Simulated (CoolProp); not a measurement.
Model: reference Helmholtz-energy equation of state, Thol 2016, in CoolProp.

Task: For R1234ze(E), give the phase and the cp (kJ/(kg K)), cv (kJ/(kg K)), isothermal compressibility (1/MPa), expansivity (1/kK) at 356.7 K and 52.1 bar; 394.7 K and 52.1 bar.

Result: 
- 356.7 K and 52.1 bar: liquid; cp 1.59, cv 0.987, isothermal compressibility 0.0149, expansivity 4.96
- 394.7 K and 52.1 bar: supercritical; cp 2.85, cv 1.10, isothermal compressibility 0.193, expansivity 23.9
